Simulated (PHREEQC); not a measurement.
A solution holds 0.004 mol/kgw KBr, 3e-05 mol/kgw Zn(NO3)2 and 0.00016 mol/kgw ZnCl2, at 30 °C. Closed to the air; pH follows from the charge balance.

The numbers come from PHREEQC with the ion-association model, phreeqc.dat.

Precipitation was switched off in this run.

Question: What pH does the model give?

Answer: pH 6.30.
